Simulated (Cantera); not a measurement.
Input (Python, Cantera):

```python
import numpy as np
import cantera as ct

gas = ct.Solution("gri30.yaml")
gas.TPX = 300, 17000, {'C3H8': 1, 'O2': 4.55, 'N2': 17.1}
flame = ct.FreeFlame(gas, width=0.14)
flame.set_refine_criteria(ratio=3, slope=0.08, curve=0.16)
flame.transport_model = "mixture-averaged"
flame.solve(loglevel=0, auto=True)
z, T = flame.grid, flame.T
thick = (T[-1] - T[0]) / np.gradient(T, z).max()
show = ['C3H8', 'O2', 'HCN', 'NO', 'OH', 'NO2']
print(f"laminar burning velocity  {flame.velocity[0] * 100:.3f} cm/s")
print(f"burnt temperature         {T[-1]:.1f} K")
print(f"thermal thickness         {thick * 1e3:.4f} mm")
print(f"grid points               {len(z)}")
z0 = z[flame.heat_release_rate.argmax()]
print(f"{'z/mm':>9s}{'T/K':>9s}{'u/(m/s)':>9s}" + "".join(f"{s:>11s}" for s in show))
rows = []
for k in (-3, -2, -1.5, -1, -0.5, -0.25, 0, 0.25, 0.5, 1, 2, 4, 8):
    zz = z0 + k * thick
    rows.append([k * thick, np.interp(zz, z, T), np.interp(zz, z, flame.velocity),
                 *(np.interp(zz, z, flame.X[gas.species_index(s)]) for s in show)])
    print(f"{rows[-1][0] * 1e3:9.3f}{rows[-1][1]:9.1f}{rows[-1][2]:9.3f}" + "".join(f"{x:11.3e}" for x in rows[-1][3:]))
```

Result:

```
laminar burning velocity  67.918 cm/s
burnt temperature         2217.3 K
thermal thickness         1.5390 mm
grid points               154
     z/mm      T/K  u/(m/s)       C3H8         O2        HCN         NO         OH        NO2
   -4.617    300.0    0.680  4.413e-02  2.008e-01  1.630e-12  1.858e-11  3.900e-14  3.674e-12
   -3.078    300.3    0.681  4.407e-02  2.004e-01  5.420e-11  3.956e-10  1.522e-11  1.018e-10
   -2.308    302.6    0.688  4.397e-02  1.998e-01  6.276e-10  3.145e-09  1.155e-09  9.653e-10
   -1.539    335.5    0.769  4.357e-02  1.963e-01  1.892e-08  5.448e-08  3.580e-07  1.582e-08
   -0.769    734.6    1.739  3.432e-02  1.615e-01  6.007e-07  1.145e-06  2.550e-05  1.929e-08
   -0.385   1186.3    2.911  1.304e-02  1.156e-01  1.801e-06  2.989e-06  3.381e-04  1.027e-08
    0.000   1597.4    4.022  5.612e-04  6.635e-02  3.762e-06  6.410e-06  2.167e-03  3.913e-09
    0.385   1777.0    4.493  1.258e-06  3.702e-02  4.103e-06  1.128e-05  5.231e-03  5.672e-10
    0.769   1820.2    4.591  3.928e-10  2.463e-02  2.388e-06  1.497e-05  7.153e-03  3.123e-10
    1.539   1845.9    4.630  1.435e-16  1.752e-02  5.114e-07  1.806e-05  8.127e-03  3.265e-10
    3.078   1871.6    4.673  4.087e-23  1.495e-02  3.412e-08  2.026e-05  8.318e-03  3.438e-10
    6.156   1904.2    4.741  1.429e-28  1.373e-02  5.910e-10  2.345e-05  8.312e-03  4.038e-10
   12.312   1951.8    4.843  6.487e-38  1.236e-02  1.660e-12  2.935e-05  8.152e-03  5.440e-10
```

Model: GRI-Mech 3.0 (53 species, 325 reactions), integrated in Cantera. GRI-Mech 3.0 was tuned for natural gas; its chemistry of propane as a main component is partial and can be far from experiment. Burning velocities carry a grid error of a few per cent, more on coarse grids.
